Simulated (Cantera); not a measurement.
Input: 1 mol Si2H6, 28 mol N2, at 750 °C and 14.3 Torr.

Method: chemical equilibrium by Gibbs-energy minimisation in Cantera with the NASA 1993 tables (ideal gas, pure condensed phases). Candidate condensed phases: Si, Si3N4; 18 gas species. The feed counts by its element totals alone. N2 is the only nitrogen source here; it is nearly inert below about 1500 K, so the nitride shown seldom forms there in practice. Rates play no part.

Base state: N2 0.899, H2 0.101 (mole fractions); condensed: Si3N4(s).

What changes in the equilibrium state with this change: 0.054 mol Cl2 added?


```csv
species,before,after
N2,0.899,0.897
H2,0.101,0.0991
HCl,0,0.00363
"Si3N4(s), mol",0.667,0.667
```
Further candidate phases: NH4Cl.
